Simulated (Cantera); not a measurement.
A Cantera script and its output.

```python
import numpy as np
import cantera as ct

gas = ct.Solution("SiF4_NH3_mec.yaml", "gas")
gas.TPX = 2275, 1900, {'NH3': 1, 'H2': 30}
inlet = ct.Reservoir(gas, clone=True)

reactor = ct.IdealGasConstPressureReactor(gas, energy="off", clone=False)
exhaust = ct.Reservoir(gas, clone=True)
tau = [4.5, 2, 0.88, 0.39, 0.17, 0.075, 0.033, 0.015, 0.0065][0]
for a, b in ((inlet, reactor), (reactor, exhaust)):
    ct.MassFlowController(a, b, mdot=lambda t: reactor.mass / tau)
net = ct.ReactorNet([reactor])
show = ['NH3', 'H2', 'N2H4', 'NH2', 'N2', 'N']

rows = []
print(f"{'tau/s':>10s}{'T/K':>9s}" + "".join(f"{s:>11s}" for s in show))
for tau in [4.5, 2, 0.88, 0.39, 0.17, 0.075, 0.033, 0.015, 0.0065]:
    net.initial_time = 0.0
    net.advance(30 * tau)
    before = gas.X
    net.advance(40 * tau)
    drift = np.max(np.abs(gas.X - before) / (gas.X + 1e-9))
    rows.append([gas.T, *gas[show].X, drift])
    print(f"{tau:10.3e}{gas.T:9.1f}" + "".join(f"{x:11.3e}" for x in gas[show].X))
```

It prints:

```
     tau/s      T/K        NH3         H2       N2H4        NH2         N2          N
 4.500e+00   2275.0  5.364e-05  9.352e-01  9.668e-14  8.914e-06  1.519e-02  2.766e-05
 2.000e+00   2275.0  1.408e-04  9.464e-01  3.879e-13  1.780e-05  1.523e-02  3.193e-05
 8.800e-01   2275.0  8.087e-04  9.646e-01  3.250e-12  5.123e-05  1.503e-02  2.295e-05
 3.900e-01   2275.0  5.134e-03  9.733e-01  2.426e-11  1.395e-04  1.298e-02  1.140e-05
 1.700e-01   2275.0  1.328e-02  9.720e-01  6.889e-11  2.348e-04  9.016e-03  8.067e-06
 7.500e-02   2275.0  2.169e-02  9.688e-01  1.142e-10  3.023e-04  4.917e-03  6.411e-06
 3.300e-02   2275.0  2.793e-02  9.663e-01  1.264e-10  3.179e-04  1.896e-03  4.489e-06
 1.500e-02   2275.0  3.106e-02  9.657e-01  8.551e-11  2.614e-04  4.225e-04  2.026e-06
 6.500e-03   2275.0  3.202e-02  9.664e-01  2.641e-11  1.452e-04  3.166e-05  3.288e-07
```

Detailed kinetics in Cantera: the gas-phase N/H chemistry of the illustrative SiF4/NH3 mechanism in the Surface Chemkin manual (1991). Walls and surfaces, which speed up NH3 decomposition in real reactors, are not modelled.
